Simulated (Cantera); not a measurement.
Input: 1 mol SiH2Cl2, 1.6 mol N2, at 0.105 Torr.

These are equilibrium values from Cantera (NASA tables, ideal gas, pure condensed phases), not measurements of a reactor. Candidate condensed phases: NH4Cl, Si, Si3N4; 28 gas species. N2 is the only nitrogen source here; it is nearly inert below about 1500 K, so the nitride shown seldom forms there in practice. Kinetics and transport are ignored.

Q: Which condensed phases are stable at each of these points (T (K)): 1050, 1200, 1350, 1500, 1650, 1800, 1950, 2100?

A: 
```json
[
 {"T (K)": "1050", "condensed phases": "Si3N4(s)", "Si condensed (%)": "81.7"},
 {"T (K)": "1200", "condensed phases": "Si3N4(s)", "Si condensed (%)": "77.7"},
 {"T (K)": "1350", "condensed phases": "Si3N4(s)", "Si condensed (%)": "49.2"},
 {"T (K)": "1500", "condensed phases": "Si3N4(s)", "Si condensed (%)": "23.3"},
 {"T (K)": "1650", "condensed phases": "Si(s)", "Si condensed (%)": "20.2"},
 {"T (K)": "1800", "condensed phases": "Si(l)", "Si condensed (%)": "12.9"},
 {"T (K)": "1950", "condensed phases": "gas only", "Si condensed (%)": "0.0"},
 {"T (K)": "2100", "condensed phases": "gas only", "Si condensed (%)": "0.0"}
]
```

From 1050 K to 1500 K the condensed part is Si3N4(s). At 1650 K the condensed part is Si(s). At 1800 K the condensed part is Si(l). From 1950 K to 2100 K nothing is condensed.
